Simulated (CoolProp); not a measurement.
Sulfur hexafluoride at 475.77 K and 10.8 MPa is throttled through a valve to 4.83 MPa with no heat exchange. Each further row changes one setting.

The numbers come from the reference Helmholtz-energy equation of state, Guder 2009 in CoolProp.

| case | temperature change (K) | final phase | final density (kg/m³) |
|---|---|---|---|
| as stated | -15.5 | supercritical | ? |
| outlet pressure 1.45 MPa | -26.2 | gas | 58.8 |
| outlet pressure 6.28 MPa | ? | supercritical | ? |

Question: What belongs in the gaps?

Answer: 
- as stated, final density (kg/m³): 206
- outlet pressure 6.28 MPa, temperature change (K): -11.3
- outlet pressure 6.28 MPa, final density (kg/m³): 272
